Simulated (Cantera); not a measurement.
# Adiabatic ignition

An adiabatic, constant-volume homogeneous reactor starts with CH4 : H2 : O2 : N2 = 1 : 0.1 : 2.5 : 20.3 (molar parts), at 1475 K and 1.00 bar.

Computed with Cantera and GRI-Mech 3.0 (53 species, 325 reactions).

```tsv
t (s)	T (K)	P (bar)	x CH4	x H2	x O2	x O	x CH2CO	x CO
5.00e-6	1475	1.000	0.0418	0.00418	0.105	3.74e-9	<1e-12	<1e-12
1.62e-5	1475	1.000	0.0418	0.00418	0.105	5.22e-9	<1e-12	1.68e-11
5.27e-5	1475	1.000	0.0418	0.00418	0.105	1.07e-8	<1e-12	5.58e-10
0.000171	1475	1.000	0.0418	0.00418	0.105	4.44e-8	2.64e-12	3.58e-8
0.000555	1476	1.00	0.0415	0.00417	0.104	4.28e-7	2.05e-8	1.04e-5
0.00180	2376	1.63	<1e-12	0.00503	0.0237	0.00376	<1e-12	0.0118
0.00585	2492	1.70	<1e-12	0.00254	0.0200	0.00152	<1e-12	0.00671
0.0190	2484	1.69	<1e-12	0.00255	0.0185	0.00141	<1e-12	0.00672
0.0616	2482	1.69	<1e-12	0.00256	0.0181	0.00138	<1e-12	0.00672
0.200	2482	1.69	<1e-12	0.00256	0.0180	0.00138	<1e-12	0.00672
```
x: mole fraction; the columns are a selection and need not sum to one.

The time of steepest temperature rise is 1.59 ms, the temperature at 0.200 s is 2482 K and the equilibrium temperature comes out as 2482 K. The x(CH4) at 0.200 s is <1e-12 (gas-phase equilibrium <1e-12) and the x(H2) at 0.200 s is 0.00256 (gas-phase equilibrium 0.00256). The x(O2) at 0.200 s is 0.0180 (gas-phase equilibrium 0.0180).
